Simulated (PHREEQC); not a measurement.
0.018 g of hydrous ferric oxide (600 m²/g; 0.2 weak and 0.005 strong sites per Fe, Dzombak-Morel constants, diffuse double layer) in 1 kg of water with 0.001 mol/kgw of an inert sodium salt and 0.094 mmol/kgw MnCl2, 0.00035 mmol/kgw CaCl2 and 9.3e-05 mmol/kgw ZnSO4, at 25 °C; the pH is set by adding NaOH or the inert anion's acid. No oxygen is let in. The system is closed to CO2. Nothing may precipitate in this run.

Base run: PHREEQC, ion-association model, wateq4f.dat. Each further column changes one thing. The table gives Zn sorbed (%).

```json
[
 {"pH": "3", "base": "0.0", "no electrostatic term (-no_edl)": "0.0", "background salt from 0.001 to 0.0001 mol/kgw": "0.0", "oxide from 0.018 to 0.09 g/kgw": "0.0", "0.00013 mol/kgw H3BO3 added": "0.0"},
 {"pH": "4.5", "base": "0.0", "no electrostatic term (-no_edl)": "0.0", "background salt from 0.001 to 0.0001 mol/kgw": "0.0", "oxide from 0.018 to 0.09 g/kgw": "0.1", "0.00013 mol/kgw H3BO3 added": "0.0"},
 {"pH": "5.5", "base": "0.7", "no electrostatic term (-no_edl)": "[?]", "background salt from 0.001 to 0.0001 mol/kgw": "0.7", "oxide from 0.018 to 0.09 g/kgw": "[?]", "0.00013 mol/kgw H3BO3 added": "0.7"},
 {"pH": "7", "base": "30.4", "no electrostatic term (-no_edl)": "57.6", "background salt from 0.001 to 0.0001 mol/kgw": "30.7", "oxide from 0.018 to 0.09 g/kgw": "[?]", "0.00013 mol/kgw H3BO3 added": "30.4"},
 {"pH": "8.5", "base": "73.2", "no electrostatic term (-no_edl)": "87.8", "background salt from 0.001 to 0.0001 mol/kgw": "72.5", "oxide from 0.018 to 0.09 g/kgw": "97.1", "0.00013 mol/kgw H3BO3 added": "73.2"},
 {"pH": "9.5", "base": "7.7", "no electrostatic term (-no_edl)": "[?]", "background salt from 0.001 to 0.0001 mol/kgw": "7.2", "oxide from 0.018 to 0.09 g/kgw": "87.8", "0.00013 mol/kgw H3BO3 added": "7.7"},
 {"pH": "11", "base": "0.0", "no electrostatic term (-no_edl)": "0.0", "background salt from 0.001 to 0.0001 mol/kgw": "0.0", "oxide from 0.018 to 0.09 g/kgw": "[?]", "0.00013 mol/kgw H3BO3 added": "0.0"}
]
```

Task: Complete the blanks.

Result: 
- 5.5, no electrostatic term (-no_edl): 3.7
- 5.5, oxide from 0.018 to 0.09 g/kgw: 3.6
- 7, oxide from 0.018 to 0.09 g/kgw: 69.5
- 9.5, no electrostatic term (-no_edl): 16.9
- 11, oxide from 0.018 to 0.09 g/kgw: 55.3

In at least one series the solution becomes supersaturated in solids that the run did not let form, among them Pyrochroite. The oxide is taken as insoluble; below pH 4 it would dissolve.
